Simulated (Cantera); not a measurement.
A closed system holds: 1 mol MgO, 5 mol HCl, 0.32 mol O2, 3.6 mol Cl2, held at 1.33 mbar.

Equilibrium computed with Cantera from the NASA thermochemical tables; the gas is ideal and each condensed phase is pure. Candidate condensed phases: H2O, Mg, MgCl2, MgO, Mg(OH)2; 22 gas species. The numbers say what is thermodynamically allowed, not how fast it happens. All values below are at 1548 K.

Base state: HCl 0.426, Cl 0.386, MgCl2 0.0857, O2 0.0694, Cl2 0.0312, H2O 0.00150, ClO 8.61e-5, OH 5.70e-5 (mole fractions); condensed: gas only.

Question: What changes in the equilibrium state with this change: pressure from 1.33 mbar to 10.0 Pa?

Answer: 
| species | before | after |
|---|---|---|
| Cl | 0.386 | 0.435 |
| HCl | 0.426 | 0.408 |
| MgCl2 | 0.0857 | 0.0833 |
| Cl2 | 0.0312 | 0.00296 |
| O2 | 0.0694 | 0.0661 |
| O | 5.51e-5 | 0.000196 |
| ClO | 8.61e-5 | 2.59e-5 |
| OH | 5.70e-5 | 0.000173 |
| H2O | 0.00150 | 0.00389 |
